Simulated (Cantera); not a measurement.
Thermal oxidation and active oxidation of silicon: Si + CO2 + H2 + H2O

A closed system holds: 1 mol Si, 0.01 mol CO2, 1.1 mol H2, 0.86 mol H2O, at 84.0 Pa.

Cantera equilibrium calculation (NASA polynomials, part measured and part estimated; ideal gas, pure solids and liquids). Candidate condensed phases: C, C6H6, C7H8, C8H18, H2O, Si, SiC, SiO2; 123 gas species. Mutual solubility and eutectic melting of coexisting phases are not modelled. The tables hold silica as quartz up to 1696 K and as liquid above; real silica turns to tridymite and cristobalite and melts near 1996 K. Gases not in the tables: Si2H6 and higher silanes. Equilibrium is a limit: real reactors are often held back by kinetics, nucleation or transport.

| T (°C) | x H2 | x SiO | x H | x CO | x Si | n Si(s) | n SiC(s) | n SiO2(β-quartz) | n Si(l) |
|---|---|---|---|---|---|---|---|---|---|
| 952 | 0.999 | 0.00129 | 1.07e-5 | 1.04e-5 | 4.12e-9 | 0.549 | 0.00998 | 0.439 | 0 |
| 1027 | 0.991 | 0.00906 | 3.80e-5 | 0.000107 | 5.15e-8 | 0.541 | 0.00979 | 0.431 | 0 |
| 1102 | 0.948 | 0.0512 | 0.000115 | 0.000847 | 4.89e-7 | 0.500 | 0.00825 | 0.386 | 0 |
| 1177 | 0.756 | 0.240 | 0.000284 | 0.00386 | 3.66e-6 | 0.253 | 0 | 0.123 | 0 |
| 1252 | 0.690 | 0.306 | 0.000678 | 0.00352 | 2.25e-5 | 0.130 | 0 | 0 | 0 |
| 1327 | 0.689 | 0.306 | 0.00156 | 0.00352 | 0.000116 | 0.130 | 0 | 0 | 0 |
| 1402 | 0.687 | 0.306 | 0.00332 | 0.00351 | 0.000517 | 0.128 | 0 | 0 | 0 |
| 1477 | 0.683 | 0.305 | 0.00663 | 0.00350 | 0.00179 | 0 | 0 | 0 | 0.125 |
x: gas mole fraction; n: condensed amount in mol.

From 952 °C to 1102 °C the condensed part is Si(s) + SiC(s) + SiO2(β-quartz). At 1177 °C the condensed part is Si(s) + SiO2(β-quartz). From 1252 °C to 1402 °C the condensed part is Si(s). At 1477 °C the condensed part is Si(l). The main Si-bearing gas is SiO throughout. The share of Si in condensed phases is highest at 952 °C (99.7 %) and lowest at 1477 °C (12.5 %).
